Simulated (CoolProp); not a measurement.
The numbers come from the reference Helmholtz-energy equation of state, Lemmon 2022 in CoolProp.

Question: For R1234yf, give the phase and the speed of sound (m/s), viscosity (µPa s), conductivity (mW/(m K)) at 82.35 °C and 3.11 bar.

Answer: 
- 82.35 °C and 3.11 bar: gas; speed of sound 162, viscosity 14.8, conductivity 18.7

Viscosity comes from a separate model (Bell 2016), an estimate that may be off by 10 % or more. Thermal conductivity comes from a separate model (Perkins 2011).
